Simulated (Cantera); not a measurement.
An isothermal, constant-pressure homogeneous reactor starts with CO : O₂ : H₂O : N₂ = 0.0059 : 0.084 : 0.0046 : 1 (molar parts), equivalence ratio 0.035, at 1275 K and 13300 Pa.

Model: GRI-Mech 3.0 (53 species, 325 reactions), integrated in Cantera.

One state of this run: x CO = 7.28e-7; x O₂ = 0.0742; x H₂O = 0.00421; x NO = 2.06e-7; x HO₂ = 2.24e-8; x H = 2.30e-8; x H₂O₂ = 6.39e-10. x: mole fraction; the columns are a selection and need not sum to one.

Task: Which value of t (s) does it belong to?
A. 0.632
B. 1.59
C. 0.0399
D. 3.98

Result: A, 0.632
